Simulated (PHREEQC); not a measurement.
Make-up at 25 °C: 0.0022 mol HF, 0.0034 mol (NH4)2SiF6 and 0.025 mol H3AsO4 per kg of water. Closed to the air; pH follows from the charge balance.

Computed with PHREEQC (ion-association model, wateq4f.dat).

Precipitation was switched off in this run.

**Question.** Order these F species by the share of F that they hold, largest first: SiF6-2, F-, HF, H2F2.

**Answer.** SiF6-2 (81 %), HF (17 %), F- (1.5 %), H2F2 (0.33 %)

The pH is 2.06 and the ionic strength 0.0196 mol/kgw. Saturation is exceeded, for instance for Quartz (slow to form), Chalcedony (slow to form); the values hold only as long as no solid forms. SiF6-2 is the database's only silicon fluoride.
